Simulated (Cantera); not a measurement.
Charge: 1 mol CH₃F, 0.0093 mol CH₄, equilibrated at 0.790 bar.

Method: chemical equilibrium by Gibbs-energy minimisation in Cantera with the NASA 1993 tables (ideal gas, pure condensed phases). Candidate condensed phases: C, C₆H₆, C₇H₈, C₈H₁₈; 95 gas species. Kinetics and transport are ignored. All values below are at 1475 K.

Base state: H₂ 0.504, HF 0.496, CH₄ 0.000583, H 1.04e-5 (mole fractions); condensed: C(graphite).

What changes in the equilibrium state with this change: CH₃F replaced by C₂F₆?


```
species             before    after
----------------  --------  -------
CF₄                  <1e-9    0.976
HF                   0.496   0.0243
CF₂                  <1e-9  3.25e-5
H₂                   0.504    <1e-9
CH₄               0.000583    <1e-9
CF₃                  <1e-9  2.40e-5
H                  1.04e-5    <1e-9
C(graphite), mol      1.01    0.519
```
The feed counts by its element totals alone. Gases not in the tables: C₂F₆ and larger saturated fluorocarbons.
